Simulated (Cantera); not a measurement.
Input: 1 mol MgCl2, 0.51 mol H2O, 0.45 mol N2, at 800 °C and 1.00 bar.

These are equilibrium values from Cantera (NASA tables, ideal gas, pure condensed phases), not measurements of a reactor. Candidate condensed phases: H2O, Mg, MgCl2, MgO, Mg(OH)2, NH4Cl; 38 gas species. Mutual solubility and eutectic melting of coexisting phases are not modelled. Equilibrium is a limit: real reactors are often held back by kinetics, nucleation or transport.

Base state: HCl 0.656, N2 0.315, H2O 0.0288, MgCl2 0.000910 (mole fractions); condensed: MgCl2(l) + MgO(s).

### Question
What changes in the equilibrium state with this change: 0.00081 mol O2 added?

### Answer
```json
[
 {"species": "HCl", "before": "0.656", "after": "0.655"},
 {"species": "N2", "before": "0.315", "after": "0.314"},
 {"species": "H2O", "before": "0.0288", "after": "0.0287"},
 {"species": "Cl2", "before": "7.04e-6", "after": "0.00111"},
 {"species": "MgCl2", "before": "0.000910", "after": "0.000910"},
 {"species": "Cl", "before": "2.85e-6", "after": "3.59e-5"},
 {"species": "MgCl2(l), mol", "before": "0.530", "after": "0.528"},
 {"species": "MgO(s), mol", "before": "0.469", "after": "0.471"}
]
```

### Question
What changes in the equilibrium state with this change: 0.0016 mol NH3 added?

### Answer
```
species          before     after
-------------  --------  --------
HCl               0.656     0.654
N2                0.315     0.314
H2O              0.0288    0.0286
H2              8.47e-6   0.00167
MgCl2          0.000910  0.000910
MgCl2(l), mol     0.530     0.530
MgO(s), mol       0.469     0.469
```
